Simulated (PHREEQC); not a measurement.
Solution (20 °C): 0.28 mol H2SO4, 0.033 mol ZnSO4 and 0.26 mol KCl per kg of water. Closed to the air; pH follows from the charge balance.

Equilibrium calculation in PHREEQC: ion-association model, wateq4f.dat.

```csv
quantity,before,after
pH,0.63,0.89
ionic strength (mol/kgw),0.670,0.352
HSO4- (mol/kgw),0.248,0.115
SO4-2 (mol/kgw),0.0424,0.0298
ZnSO4 (mol/kgw),0.00732,0.00429
SI of Goslarite (ZnSO4:7H2O),-2.48,-2.71
SI of Zincite(c) (ZnO),-12.48,-12.17
```

Problem. Which change was made?
A) diluted 2-fold with water
B) ZnSO4 from 0.033 to 0.0363 mol/kgw
C) temperature from 20 to 15 °C
D) H2SO4 from 0.28 to 0.028 mol/kgw
E) 0.52 mol/kgw NaOH added

Solution. A, diluted 2-fold with water

This is a speciation only: nothing precipitates in the calculation.
